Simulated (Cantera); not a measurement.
Feed: 1 mol Al(CH3)3, 0.77 mol N2O, 1.7 mol N2, 2 mol NH3, equilibrated at 1900 K and 100000 Pa.

These are equilibrium values from Cantera (NASA tables, ideal gas, pure condensed phases), not measurements of a reactor. Candidate condensed phases: Al, AlN, Al2O3, C, C6H6, C7H8, C8H18, H2O; 148 gas species. The feed counts by its element totals alone. Kinetics and transport are ignored.

Base state: H2 0.664, N2 0.262, CO 0.0685, HCN 0.00406, H 0.000647, C2H2 (acetylene) 0.000254, CH4 0.000248, HNC 0.000191 (mole fractions); condensed: AlN(s) + C(graphite).

**Question.** What changes in the equilibrium state with this change: Al(CH3)3 replaced by AlCl3?

**Answer.** 
```tsv
species	before	after
N2	0.262	0.446
H2	0.664	0.279
HCl	0	0.212
CO	0.0685	0
AlCl3	0	0.0512
AlCl2	0	0.00826
HCN	0.00406	0
AlCl	0	0.00321
AlN(s), mol	1.000	0
C(graphite), mol	2.17	0
Al2O3(s), mol	0	0.256
```
The tables' values for AlCl2 are old estimates; treat these amounts as uncertain. Further candidate phases: AlCl3, NH4Cl.
